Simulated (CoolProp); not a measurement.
200 sccm (0 °C, 1 atm) of nitrogen bubbles through liquid isohexane at 281.9 K and leaves saturated at a total pressure of 0.0296 MPa (ideal gas phase). Each further row changes one setting.

Values from CoolProp's reference Helmholtz-energy equation of state, Lemmon 2006. It is a short technical equation, of lower accuracy than the large ones.

```json
[
 {"case": "as stated", "vapour pressure (kPa)": "13.8", "mole fraction of vapour": "0.465", "delivery (mg/min)": "668", "delivery (sccm)": "174", "change of delivery for a bath 1 K warmer (%)": "9.4"},
 {"case": "bath temperature 286.9 K", "vapour pressure (kPa)": "17.3", "mole fraction of vapour": "0.586", "delivery (mg/min)": "1090", "delivery (sccm)": "283", "change of delivery for a bath 1 K warmer (%)": "12"},
 {"case": "total pressure 0.0592 MPa", "vapour pressure (kPa)": "13.8", "mole fraction of vapour": "0.232", "delivery (mg/min)": "233", "delivery (sccm)": "60.6", "change of delivery for a bath 1 K warmer (%)": "6.4"}
]
```
